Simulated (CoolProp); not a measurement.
Properties of R227EA along the isotherm 201.85 °C (Tc = 101.8 °C, pc = 2925 kPa, ω = 0.358).

Computed with CoolProp (reference Helmholtz-energy equation of state, Lemmon 2016).

```tsv
p (kPa)	phase	Z	isothermal compressibility (1/MPa)
665	gas	0.9674	…
1330	gas	…	…
1990	gas	…	…
2660	gas	0.8691	…
3320	supercritical	0.8369	0.3589
3990	supercritical	0.8051	0.3086
4650	supercritical	…	0.2716
5320	supercritical	0.7471	0.2407
5980	supercritical	0.7230	0.2134
6650	supercritical	0.7031	0.1872
7310	supercritical	0.6887	0.1627
```

**Question.** Complete the blanks.

**Answer.** 
- 665, isothermal compressibility (1/MPa): 1.555
- 1330, Z: 0.9346
- 1330, isothermal compressibility (1/MPa): 0.8046
- 1990, Z: 0.9021
- 1990, isothermal compressibility (1/MPa): 0.5572
- 2660, isothermal compressibility (1/MPa): 0.4324
- 4650, Z: 0.7751
